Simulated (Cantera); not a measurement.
A diamond (100) surface in a fixed gas of H2 with x(CH4) = 0.014, x(H) = 0.032, x(CH3) = 3.2e-05, 0.0170 bar; coverages are run to steady state.

Detailed kinetics in Cantera: the Harris–Goodwin 1993 mechanism for the reconstructed diamond (100) surface.

θ: site fractions in the mechanism's names (c6HH fully hydrogenated, c6H* and c6*H radical sites, c6** diradical, c6HM methylated).

```tsv
T (K)	growth (µm/h)	θ c6HH	θ c6H*	θ c6*H	θ c6**	θ c6HM
925	0.197	0.667	0.0123	0.314	0.00549	0.000754
1000	0.285	0.596	0.0184	0.375	0.00983	0.000538
1075	0.361	0.531	0.0255	0.427	0.0161	0.000370
1150	0.358	0.473	0.0332	0.469	0.0243	0.000210
1225	[?]	[?]	[?]	0.503	[?]	[?]
1300	0.169	0.376	0.0494	0.527	0.0471	2.44e-5
1375	[?]	[?]	[?]	0.544	[?]	[?]
```

Problem. Some entries are withheld; supply them.

Solution. 
- 1225, growth (µm/h): 0.253
- 1225, θ c6HH: 0.421
- 1225, θ c6H*: 0.0413
- 1225, θ c6**: 0.0347
- 1225, θ c6HM: 8.27e-5
- 1375, growth (µm/h): 0.149
- 1375, θ c6HH: 0.338
- 1375, θ c6H*: 0.0574
- 1375, θ c6**: 0.0614
- 1375, θ c6HM: 6.57e-6
